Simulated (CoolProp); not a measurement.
The fluid at 293.15 K and 0.246 MPa expands adiabatically to 0.0577 MPa with isentropic efficiency 0.7. The same conditions are run with several fluids, on thermodynamics alone (safety and materials aside).

Values from CoolProp's reference Helmholtz-energy equation of state of each fluid (sulfur dioxide: Gao 2016; R152A: Outcalt 1996; propane: Lemmon 2009; normal hydrogen: Leachman 2009).

```json
[
 {"fluid": "sulfur dioxide", "work (kJ/kg)": "33.2", "final temperature (K)": "251.2", "final phase": "two-phase, vapour fraction 0.970", "final density (kg/m³)": "1.86"},
 {"fluid": "R152A", "work (kJ/kg)": "32.6", "final temperature (K)": "254.2", "final phase": "gas", "final density (kg/m³)": "1.84"},
 {"fluid": "propane", "work (kJ/kg)": "49.8", "final temperature (K)": "258.0", "final phase": "gas", "final density (kg/m³)": "1.20"},
 {"fluid": "normal hydrogen", "work (kJ/kg)": "1000", "final temperature (K)": "222.2", "final phase": "gas", "final density (kg/m³)": "0.0629"}
]
```
